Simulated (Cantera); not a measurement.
What does this Cantera script print?

```python
import numpy as np
import cantera as ct

gas_names = """
    H2 H2O
""".split()
cond_names = """
    NbO2(I) NbO2(II) NbO2(III) NbO2(L) Nb(cr) Nb(L)
""".split()


def load(file, names, dense=False):
    # The tables refer to 1 bar. Condensed volumes are neglected.
    table = {s.name: s for s in ct.Species.list_from_file(file)}
    out = []
    for n in names:
        d = dict(table[n].input_data)
        d["thermo"] = dict(d["thermo"], **{"reference-pressure": 1e5})
        if dense:
            d["equation-of-state"] = {"model": "constant-volume", "density": "1e6 g/cm^3"}
        out.append(ct.Species.from_dict(d))
    return out


species = {s.name: s for s in load("nasa_gas.yaml", gas_names) + load("nasa_condensed.yaml", cond_names)}
# Each term lists the table entries of one substance; the one whose range holds T is used.
reactions = {
    'NbO2 + 2 H2(g) = 2 H2O(g) + Nb':
        [(-1, ['NbO2(I)', 'NbO2(II)', 'NbO2(III)', 'NbO2(L)']), (-2, ['H2']), (2, ['H2O']), (1, ['Nb(cr)', 'Nb(L)'])],
}


def pick(names, T):
    return next(species[n] for n in names if species[n].thermo.min_temp <= T <= species[n].thermo.max_temp)


results = []
for label, terms in reactions.items():
    print(label)
    print("     T/K   dH/kJ  dS/(J/K)   dG/kJ   log10 K")
    for T in [2198, 2223, 2248, 2273, 2298, 2323, 2348, 2373]:
        used = [(nu, pick(names, T)) for nu, names in terms]
        dH = sum(nu * s.thermo.h(T) for nu, s in used) / 1e6
        dS = sum(nu * s.thermo.s(T) for nu, s in used) / 1e3
        dG = dH - T * dS / 1e3
        logK = -dG * 1e6 / (ct.gas_constant * T * np.log(10))
        results.append((label, T, dH, dS, dG, logK, [s.name for _, s in used]))
        print(f"{T:8g} {dH:8.1f} {dS:8.1f} {dG:8.1f} {logK:8.2f}")
```

It prints:

```
NbO2 + 2 H2(g) = 2 H2O(g) + Nb
     T/K   dH/kJ  dS/(J/K)   dG/kJ   log10 K
    2198    165.7     -4.0    174.6    -4.15
    2223    165.2     -4.3    174.7    -4.11
    2248    164.6     -4.5    174.8    -4.06
    2273    164.1     -4.8    175.0    -4.02
    2298    163.6     -5.0    175.1    -3.98
    2323    163.0     -5.2    175.2    -3.94
    2348    162.5     -5.5    175.3    -3.90
    2373    162.0     -5.7    175.5    -3.86
```

Source: NASA polynomial tables (part measured, part estimated), evaluated in Cantera. Condensed species are held in their standard states even where they would react or evaporate.
